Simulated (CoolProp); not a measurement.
A single-stage vapour-compression cycle with C3F8 (R218): evaporating at 256.15 K (dew point), condensing at 309.15 K (bubble point), superheat 8 K, subcooling 2 K, compressor efficiency 0.65, no pressure losses. Each further row changes one setting.

Model: reference Helmholtz-energy equation of state, Lemmon 2006, in CoolProp. It is a short technical equation, of lower accuracy than the large ones.

```tsv
case	cooling COP	pressure ratio	discharge temperature (K)	refrigerating effect (kJ/kg)	volumetric capacity (kJ/m³)
as stated	1.86	5.04	310.9	47.2	1010
evaporating temperature 261.15 K	2.22	4.20	311.3	50.4	1280
condensing temperature 304.15 K	2.25	4.44	(withheld)	(withheld)	1140
subcooling 7 K	2.10	5.04	310.9	53.3	1140
superheat 18 K	2.02	5.04	(withheld)	55.1	(withheld)
compressor efficiency 0.55	1.57	5.04	315.4	47.2	1010
```

Problem. Complete the blanks.

Solution. 
- condensing temperature 304.15 K, discharge temperature (K): 306.6
- condensing temperature 304.15 K, refrigerating effect (kJ/kg): 53.2
- superheat 18 K, discharge temperature (K): 320.4
- superheat 18 K, volumetric capacity (kJ/m³): 1120
